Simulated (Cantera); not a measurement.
What does this Cantera script print?

```python
import numpy as np
import cantera as ct

gas_names = """
    B BF BF2 BF3 BN B2 F F2 N NF NF2 NF3 N2
""".split()
cond_names = """
    B(b) B(L) BN(s)
""".split()


# ... load() reads the species with a 1 bar reference pressure and builds the phases ...
atoms = {
    'BN': {'B': 1, 'N': 1},
    'F2': {'F': 2},
}
top_T = {'BN(s)': 3200}  # K; cautious upper limits of use, not melting points


# ... equilibrate(T, P, feed) seeds the gas with the atoms and calls Mixture.equilibrate('TP', solver="vcs", rtol=1e-11, max_steps=5000) ...
results = []
T = 2023.15  # K
P = 14000  # Pa
for m in [1.6, 3.1, 4.5, 6, 7.5, 8.9, 10, 12, 13, 15]:
    feed = {'BN': 1, 'F2': m}  # mol
    mix = equilibrate(T, P, feed)
    results.append((T, P, feed, dict(zip(mix.species_names, mix.species_moles))))

top = {s: max(r[3][s] / sum(r[3][g] for g in gas_names) for r in results) for s in gas_names}
cols = sorted((s for s in top if top[s] > 0.0001), key=lambda s: -top[s])[:5]
seen = [c for c in cond_names if any(r[3].get(c, 0) > 1e-12 for r in results)]
print("log10 of partial pressures in bar; condensed amounts in mol")
print(f"{'n(F2)':>10s}" + "".join(f"{s[:9]:>10s}" for s in cols + seen))
for T, P, feed, n in results:
    ng = sum(n[g] for g in gas_names)
    print(f"{feed['F2']:10.4g}" + "".join(f"{np.log10(max(n[s] / ng * P / 1e5, 1e-99)):10.3f}" for s in cols)
          + "".join(f"{n.get(c, 0):10.4g}" for c in seen))
```

It prints:

```
log10 of partial pressures in bar; condensed amounts in mol
     n(F2)         F       BF3        N2        F2
       1.6    -1.783    -1.084    -1.385    -5.949
       3.1    -1.021    -1.526    -1.827    -4.424
       4.5    -0.951    -1.729    -2.030    -4.284
         6    -0.921    -1.875    -2.176    -4.224
       7.5    -0.905    -1.984    -2.285    -4.193
       8.9    -0.896    -2.066    -2.367    -4.174
        10    -0.891    -2.121    -2.422    -4.164
        12    -0.884    -2.206    -2.507    -4.150
        13    -0.882    -2.243    -2.544    -4.145
        15    -0.878    -2.308    -2.610    -4.137
```

Cantera equilibrium calculation (NASA polynomials, part measured and part estimated; ideal gas, pure solids and liquids).
